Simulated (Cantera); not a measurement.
Cantera run, input and output.

```python
import numpy as np
import cantera as ct

gas = ct.Solution("SiF4_NH3_mec.yaml", "gas")
gas.TPX = 1725, 42000, {'NH3': 1, 'N2': 0.31}
reactor = ct.IdealGasConstPressureReactor(gas, energy="off", clone=False)
net = ct.ReactorNet([reactor])
net.rtol, net.atol = 1e-08, 1e-18
show = ['NH3', 'NH', 'N', 'N2', 'N2H4', 'H2', 'N2H2']
times = np.geomspace(2e-06, 70, 9)

steps = ct.SolutionArray(gas, extra=["t"])
rows = []
print(f"{'t/s':>10s}{'T/K':>9s}{'P/Pa':>11s}" + "".join(f"{s:>11s}" for s in show))
for t in times:
    while net.time < t:
        t_next = net.step()
        steps.append(gas.state, t=t_next)
    rows.append([np.interp(t, steps.t, y) for y in (steps.T, steps.P, *steps(*show).X.T)])
    print(f"{t:10.3e}{rows[-1][0]:9.1f}{rows[-1][1]:11.4g}" + "".join(f"{x:11.3e}" for x in rows[-1][2:]))
rate = np.gradient(steps.T, steps.t)
print("integrator steps:", len(steps.t))
if steps.T.max() > steps.T[0] + 200:
    print(f"time of steepest temperature rise: {steps.t[rate.argmax()]:.4e} s")
gas.TPX = 1725, 42000, {'NH3': 1, 'N2': 0.31}
gas.equilibrate("TP")
print(f"equilibrium (TP): T = {gas.T:.1f} K  " + "  ".join(f"{s} {gas[s].X[0]:.3e}" for s in show))
```

Result:

```
       t/s      T/K       P/Pa        NH3         NH          N         N2       N2H4         H2       N2H2
 2.000e-06   1725.0    4.2e+04  7.634e-01  7.286e-13  3.342e-18  2.366e-01  1.113e-13  1.819e-07  1.351e-13
 1.754e-05   1725.0    4.2e+04  7.634e-01  1.033e-10  4.113e-15  2.366e-01  2.837e-11  1.798e-06  8.261e-11
 1.538e-04   1725.0    4.2e+04  7.633e-01  1.850e-08  5.624e-12  2.366e-01  2.622e-09  1.614e-05  1.673e-08
 1.349e-03   1725.0    4.2e+04  7.629e-01  6.067e-07  3.316e-10  2.366e-01  1.168e-07  2.499e-04  9.823e-07
 1.183e-02   1725.0    4.2e+04  7.582e-01  8.544e-07  2.689e-09  2.373e-01  1.640e-07  4.233e-03  1.427e-06
 1.038e-01   1725.0    4.2e+04  7.184e-01  1.102e-06  1.768e-08  2.433e-01  1.406e-07  3.809e-02  1.299e-06
 9.101e-01   1725.0    4.2e+04  4.732e-01  1.202e-06  4.138e-08  2.799e-01  7.452e-08  2.467e-01  6.609e-07
 7.982e+00   1725.0    4.2e+04  6.254e-02  5.220e-07  3.536e-08  3.413e-01  3.990e-09  5.960e-01  3.577e-08
 7.000e+01   1725.0    4.2e+04  2.255e-03  4.043e-08  4.048e-09  3.503e-01  1.103e-11  6.472e-01  1.153e-10
integrator steps: 1566
equilibrium (TP): T = 1725.0 K  NH3 4.426e-06  NH 8.149e-11  N 8.272e-12  N2 3.506e-01  N2H4 4.394e-17  H2 6.492e-01  N2H2 3.852e-14
```

Cantera simulation using the gas-phase N/H chemistry of the illustrative SiF4/NH3 mechanism in the Surface Chemkin manual (1991); the numbers are that mechanism's predictions, not measurements. Walls and surfaces, which speed up NH3 decomposition in real reactors, are not modelled.
